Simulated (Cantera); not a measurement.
A closed system holds: 1 mol BN, 2.1 mol HF, 0.69 mol H₂, 0.47 mol H₂O, held at 800 K and 1.00 bar.

These are equilibrium values from Cantera (NASA tables, ideal gas, pure condensed phases), not measurements of a reactor. Candidate condensed phases: B, BN, B₂O₃, B₃O₃H₃, H₂O; 62 gas species. Gases not in the tables: H₃BO₃. Rates play no part.

Base state: H₂ 0.640, BF₃ 0.190, N₂ 0.146, B₃O₃F₃ 0.0131, HF 0.00747, H₂O 0.00341, NH₃ 0.000585, (HBO₂)₃ 1.85e-5 (mole fractions); condensed: BN(s) + B₂O₃(l).

What changes in the equilibrium state with this change: H₂O from 0.47 to 1.2 mol?


```json
[
 {"species": "H₂", "before": "0.640", "after": "0.526"},
 {"species": "H₂O", "before": "0.00341", "after": "0.150"},
 {"species": "BF₃", "before": "0.190", "after": "0.143"},
 {"species": "HF", "before": "0.00747", "after": "0.0451"},
 {"species": "B₃O₃F₃", "before": "0.0131", "after": "0.00991"},
 {"species": "N₂", "before": "0.146", "after": "0.120"},
 {"species": "(HBO₂)₃", "before": "1.85e-5", "after": "0.00539"},
 {"species": "NH₃", "before": "0.000585", "after": "0.000395"},
 {"species": "BN(s), mol", "before": "0.00297", "after": "0"},
 {"species": "B₂O₃(l), mol", "before": "0.108", "after": "0.106"}
]
```
